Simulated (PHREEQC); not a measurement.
0.35 g of hydrous ferric oxide (600 m²/g; 0.2 weak and 0.005 strong sites per Fe, Dzombak-Morel constants, diffuse double layer) in 1 kg of water with 0.3 mol/kgw of an inert sodium salt and 1.5e-05 mol CuCl2, at 25 °C; the pH is set by adding NaOH or the inert anion's acid. Oxygen is held at 0.21 atm. CO2 from the air is kept out. Nothing may precipitate in this run.

Base run: PHREEQC, ion-association model, wateq4f.dat. Each further column changes one thing. The table gives surface charge σ (C/m²).

| pH | base | background salt from 0.3 to 0.03 mol/kgw | oxide from 0.35 to 1.8 g/kgw | 0.00039 mol/kgw NaF added |
|---|---|---|---|---|
| 4 | 0.349 | 0.271 | 0.349 | 0.279 |
| 5.5 | 0.212 | 0.113 | 0.211 | 0.181 |
| 6.5 | 0.108 | 0.049 | 0.106 | 0.097 |
| 8 | 0.008 | 0.003 | 0.006 | 0.007 |
| 9.5 | -0.084 | -0.036 | -0.087 | -0.084 |
| 10.5 | -0.180 | -0.091 | -0.184 | -0.180 |
| 12 | -0.330 | -0.255 | -0.337 | -0.330 |

The database's constant for dissolved Cu(OH)2 is higher than later reviews accept.
